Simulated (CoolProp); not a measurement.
Vapour-liquid equilibrium of R134a (1) + R236FA (2) at 1.28 MPa; x and y are mole fractions of (1).

Computed with CoolProp (multi-fluid Helmholtz-energy mixture model, Tillner-Roth 1994 and Pan 2012; pair parameters Bell 2016).

Problem. Give the bubble temperature and the first vapour's composition at x = 0.35, 0.5, 0.65. Is there an azeotrope?

Solution. x = 0.35: 341.3 K, y = 0.476; x = 0.5: 336.4 K, y = 0.633; x = 0.65: 331.7 K, y = 0.766. No azeotrope shows between x = 0.05 and 0.95.

Pair parameters are fitted to limited data, so mixtures are less certain than the pure fluids.
